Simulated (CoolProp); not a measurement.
Vapour-liquid equilibrium of n-hexane (1) + toluene (2) at 269.8 K; x and y are mole fractions of (1).

Model: multi-fluid Helmholtz-energy mixture model, Thol 2019 and Lemmon 2006; pair parameters Bell 2016, in CoolProp.

| x | bubble pressure (bar) | y at the bubble point | dew pressure at overall composition x (bar) | liquid density (mol/L) |
|---|---|---|---|---|
| 0.05 | 0.01132 | 0.386 | ___ | 9.541 |
| 0.125 | 0.01642 | 0.607 | 0.008247 | 9.392 |
| 0.2 | 0.02067 | 0.709 | ___ | 9.246 |
| 0.275 | 0.02429 | 0.771 | 0.009772 | 9.104 |
| 0.35 | 0.02748 | 0.813 | 0.01077 | ___ |
| 0.425 | 0.03037 | 0.845 | 0.01198 | 8.830 |
| 0.5 | 0.03305 | 0.871 | 0.01349 | 8.697 |
| 0.575 | 0.03562 | 0.893 | 0.01543 | 8.568 |
| 0.65 | 0.03813 | 0.913 | 0.01800 | 8.442 |
| 0.725 | 0.04063 | 0.932 | 0.02150 | 8.319 |
| 0.8 | 0.04317 | 0.951 | 0.02646 | 8.198 |
| 0.875 | 0.04578 | 0.969 | 0.03355 | 8.081 |
| 0.95 | 0.04849 | 0.988 | 0.04304 | 7.966 |

### Question
Fill in the missing entries.

### Answer

- 0.05, dew pressure at overall composition x (bar): 0.007649
- 0.2, dew pressure at overall composition x (bar): 0.008946
- 0.35, liquid density (mol/L): 8.965

No azeotrope shows between x = 0.05 and 0.95.

The pair parameters rest on a limited set of measurements; away from them the model extrapolates.
